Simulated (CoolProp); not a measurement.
Saturation properties of CH2F2 (R32).

Model: reference Helmholtz-energy equation of state, Tillner-Roth 1997, in CoolProp.

```json
[
 {"T (°C)": "-77.65", "p (kPa)": "21.93", "liquid viscosity (µPa s)": "449", "vapour viscosity (µPa s)": "8.67"},
 {"T (°C)": "-72.55", "p (kPa)": "30.71", "liquid viscosity (µPa s)": "412", "vapour viscosity (µPa s)": "8.90"},
 {"T (°C)": "-67.45", "p (kPa)": "42.17", "liquid viscosity (µPa s)": "380", "vapour viscosity (µPa s)": "9.14"},
 {"T (°C)": "-62.35", "p (kPa)": "56.90", "liquid viscosity (µPa s)": "351", "vapour viscosity (µPa s)": "9.37"},
 {"T (°C)": "-57.25", "p (kPa)": "75.53", "liquid viscosity (µPa s)": "325", "vapour viscosity (µPa s)": "9.61"},
 {"T (°C)": "-52.25", "p (kPa)": "98.27", "liquid viscosity (µPa s)": "302", "vapour viscosity (µPa s)": "9.84"},
 {"T (°C)": "-47.15", "p (kPa)": "126.8", "liquid viscosity (µPa s)": "281", "vapour viscosity (µPa s)": "10.1"},
 {"T (°C)": "-42.05", "p (kPa)": "161.5", "liquid viscosity (µPa s)": "262", "vapour viscosity (µPa s)": "10.3"},
 {"T (°C)": "-36.95", "p (kPa)": "203.3", "liquid viscosity (µPa s)": "245", "vapour viscosity (µPa s)": "10.5"},
 {"T (°C)": "-31.85", "p (kPa)": "253.2", "liquid viscosity (µPa s)": "229", "vapour viscosity (µPa s)": "10.8"},
 {"T (°C)": "-26.75", "p (kPa)": "312.1", "liquid viscosity (µPa s)": "214", "vapour viscosity (µPa s)": "11.0"},
 {"T (°C)": "-21.65", "p (kPa)": "381.1", "liquid viscosity (µPa s)": "200", "vapour viscosity (µPa s)": "11.3"},
 {"T (°C)": "-16.55", "p (kPa)": "461.3", "liquid viscosity (µPa s)": "188", "vapour viscosity (µPa s)": "11.5"}
]
```

It boils at -51.7 °C under 1 atm.

Viscosity comes from a separate model (Bell 2016), an estimate that may be off by 10 % or more.
